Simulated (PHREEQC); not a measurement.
TMAH is added in steps, without added water, to 1 kg of water holding 0.0006 mol/kgw Na2SiF6, at 25 °C. Oxygen is held at 0.21 atm. No CO2 enters from the air. The run lets Chalcedony precipitate or redissolve, and no other solid.

Base run: PHREEQC, ion-association model, wateq4f.dat. Each further column changes one thing. The table gives H4SiO4 (mol/kgw).

| TMAH added (mol) | base | Davies equation for every ion | database phreeqc.dat | Debye-Hückel limiting law | all activity coefficients set to 1 |
|---|---|---|---|---|---|
| 0 | 0.000281 | 0.000281 | 0.000387 | 0.000281 | 0.000281 |
| 0.0008125 | 0.000281 | 0.000281 | 0.000450 | 0.000281 | 0.000281 |
| 0.002437 | 0.000281 | 0.000281 | 0.000567 | 0.000281 | 0.000281 |
| 0.00325 | 9.80e-5 | 9.80e-5 | 9.87e-5 | 9.80e-5 | 9.80e-5 |
| 0.004063 | 3.48e-5 | 3.48e-5 | 3.52e-5 | 3.48e-5 | 3.48e-5 |
| 0.005687 | 1.45e-5 | 1.44e-5 | 1.46e-5 | 1.45e-5 | 1.45e-5 |
| 0.0065 | 1.11e-5 | 1.11e-5 | 1.12e-5 | 1.11e-5 | 1.12e-5 |
| 0.007313 | 9.00e-6 | 8.99e-6 | 9.11e-6 | 9.00e-6 | 9.05e-6 |
| 0.008937 | 6.49e-6 | 6.47e-6 | 6.56e-6 | 6.48e-6 | 6.54e-6 |
| 0.00975 | 5.68e-6 | 5.66e-6 | 5.74e-6 | 5.67e-6 | 5.73e-6 |
| 0.01056 | 5.04e-6 | 5.03e-6 | 5.10e-6 | 5.03e-6 | 5.09e-6 |
| 0.01219 | 4.10e-6 | 4.09e-6 | 4.15e-6 | 4.09e-6 | 4.16e-6 |
| 0.013 | 3.74e-6 | 3.73e-6 | 3.79e-6 | 3.73e-6 | 3.80e-6 |

(CH3)4N+ isn't in the database: it is added as a free cation with an ion size of 4 Å. SiF6-2 is the database's only silicon fluoride. phreeqc.dat and wateq4f.dat share most of their constants, so their agreement is no independent check. Solids allowed in the column 'database phreeqc.dat': SiO2(a).
